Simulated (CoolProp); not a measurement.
Vapour-liquid equilibrium of propylene (1) + R114 (2) at 23.45 °C; x and y are mole fractions of (1).

Values from CoolProp's multi-fluid Helmholtz-energy mixture model, Lemmon 2013 and Platzer 1990; pair parameters Bell 2016. This equation is an older, rougher fit; its heat capacities, sound speeds and derivatives of the liquid may be far off and weren't checked against measurements.

### Question
Give the bubble pressure and the first vapour's composition at x = 0.15, 0.35, 0.85. Is there an azeotrope?

### Answer
x = 0.15: 0.3777 MPa, y = 0.511; x = 0.35: 0.5874 MPa, y = 0.735; x = 0.85: 0.9904 MPa, y = 0.943. No azeotrope shows between x = 0.05 and 0.95.

The pair parameters rest on a limited set of measurements; away from them the model extrapolates.
